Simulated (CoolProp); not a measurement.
Carbonyl sulfide at several states: density (kg/m³) from the reference equation and from simpler models built on Tc = 105.6 °C, pc = 6.369 MPa, ω = 0.098; each cubic takes its own stable root.

The numbers come from the reference Helmholtz-energy equation of state, Lemmon 2006 in CoolProp. It is a short technical equation, of lower accuracy than the large ones.

| T (°C) | p (MPa) | phase | reference |
|---|---|---|---|
| 93.55 | 5.56 | liquid | 711.2 |
| -26.05 | 37.5 | liquid | 1181 |
| 140.85 | 0.223 | gas | 3.927 |
| 218.95 | 35.3 | supercritical | 670.3 |
| 93.05 | 0.0415 | gas | 0.8208 |
| -82.15 | 1.45 | liquid | 1242 |

How far does each simpler model (Redlich-Kwong, Soave-Redlich-Kwong) lie from the reference over these 6 states: mean and median of the absolute difference, and the worst?


- Redlich-Kwong: mean 5.3 %, median 4.0 %, worst -18.7 % at 93.55 °C and 5.56 MPa
- Soave-Redlich-Kwong: mean 5.5 %, median 4.5 %, worst -17.2 % at 93.55 °C and 5.56 MPa
